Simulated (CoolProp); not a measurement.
C2F6 (R116) at several states: density (kg/m³) from the reference equation and from simpler models built on Tc = 293.0 K, pc = 3.048 MPa, ω = 0.257; each cubic takes its own stable root.

Values from CoolProp's reference Helmholtz-energy equation of state, Lemmon 2006. It is a short technical equation, of lower accuracy than the large ones.

| T (K) | p (MPa) | phase | reference | Redlich-Kwong | Soave-Redlich-Kwong | Peng-Robinson |
|---|---|---|---|---|---|---|
| 316.2 | 0.887 | gas | 50.53 | 50.79 | 50.59 | 51.14 |
| 304.5 | 6.09 | supercritical | 983.5 | 894.1 | 871.4 | 958.8 |
| 202.8 | 0.22 | liquid | 1570 | 19.42 | 1499 | 1697 |
| 194.9 | 0.0823 | gas | 7.274 | 7.220 | 7.245 | 7.256 |

At some of these states Redlich-Kwong gives the other phase, because its saturation line lies elsewhere.
